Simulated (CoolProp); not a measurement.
500 sccm (0 °C, 1 atm) of nitrogen bubbles through liquid ethanol at 279.7 K and leaves saturated at a total pressure of 0.0335 MPa (ideal gas phase). Each further row changes one setting.

Model: reference Helmholtz-energy equation of state, Schroeder 2014, in CoolProp.

```csv
case,vapour pressure (kPa),mole fraction of vapour,delivery (mg/min),delivery (sccm),change of delivery for a bath 1 K warmer (%)
as stated,2.51,0.0749,83.2,(withheld),7.5
bath temperature 284.7 K,3.48,0.104,119,58.0,7.4
total pressure 0.067 MPa,2.51,(withheld),(withheld),19.5,(withheld)
```

### Question
Fill in the missing entries.

### Answer

- as stated, delivery (sccm): 40.5
- total pressure 0.067 MPa, mole fraction of vapour: 0.0374
- total pressure 0.067 MPa, delivery (mg/min): 40.0
- total pressure 0.067 MPa, change of delivery for a bath 1 K warmer (%): 7.2
